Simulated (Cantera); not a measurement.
# Premixed flame

A freely propagating, adiabatic, planar premixed flame of 5.97 % CH4, 1.79 % H2, 19.5 % O2, 72.8 % N2, unburnt at 325 K and 96000 Pa; multicomponent+Soret transport, grid criteria slope 0.08 and curve 0.16, no radiation.

Computed with Cantera and GRI-Mech 3.0 (53 species, 325 reactions). Burning velocities carry a grid error of a few per cent, more on coarse grids.

```csv
z (mm),T (K),u (m/s),x CH4,x H2,x O2,x H2O,x C2H6,x HCO
-2.00,325,0.232,0.0597,0.0170,0.195,3.27e-5,<1e-8,<1e-8
-1.33,329,0.234,0.0594,0.0154,0.195,0.000451,2.45e-7,<1e-8
-1.000,341,0.243,0.0586,0.0136,0.195,0.00185,1.55e-6,<1e-8
-0.666,419,0.297,0.0541,0.0108,0.191,0.0103,1.80e-5,<1e-8
-0.333,795,0.567,0.0367,0.00841,0.162,0.0478,0.000190,4.03e-8
-0.167,1138,0.814,0.0200,0.00746,0.130,0.0816,0.000291,1.55e-6
0,1461,1.05,0.00419,0.00560,0.0948,0.114,3.18e-5,9.94e-6
0.167,1596,1.14,0.000199,0.00304,0.0778,0.127,5.51e-8,1.83e-6
0.333,1653,1.18,5.99e-6,0.00207,0.0729,0.129,<1e-8,7.29e-8
0.666,1715,1.22,<1e-8,0.00140,0.0699,0.132,<1e-8,<1e-8
1.33,1763,1.25,<1e-8,0.000684,0.0684,0.134,<1e-8,<1e-8
2.67,1788,1.27,<1e-8,0.000227,0.0681,0.136,<1e-8,<1e-8
5.33,1797,1.27,<1e-8,6.97e-5,0.0681,0.137,<1e-8,<1e-8
```
x: mole fraction of selected species; z is measured from the peak of heat release.

laminar burning velocity: 23.2 cm/s
thermal thickness: 0.666 mm
peak x(C2H6): 0.000299
peak x(HCO): 9.96e-6
grid points: 137
